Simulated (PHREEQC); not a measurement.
Make-up at 75 °C: 0.0011 mol ZnSO4, 0.0002 mol Na2SO4 and 0.13 mol FeSO4 per kg of water. Closed to the air; pH follows from the charge balance.

All values are PHREEQC results (ion-association model, phreeqc.dat), not measurements.

| quantity | before | after |
|---|---|---|
| pH | 5.36 | 5.65 |
| ionic strength (mol/kgw) | 0.215 | 0.00428 |
| FeSO4 (mol/kgw) | 0.0769 | 0.000240 |
| SO4-2 (mol/kgw) | 0.0535 | 0.00107 |
| Fe+2 (mol/kgw) | 0.0530 | 0.00106 |
| ZnSO4 (mol/kgw) | 0.000493 | 1.73e-6 |
| SI of Melanterite (FeSO4:7H2O) | -1.92 | -4.44 |

Question: Name the change that produced these shifts.
A. diluted 100-fold with water
B. 0.03 mol/kgw Fe2(SO4)3 added
C. FeSO4 from 0.13 to 0.143 mol/kgw
D. ZnSO4 from 0.0011 to 0.00165 mol/kgw

Answer: A, diluted 100-fold with water

No solid was allowed to form. At this temperature some constants are extrapolated from 25 °C, and those without enthalpy data are left unchanged.
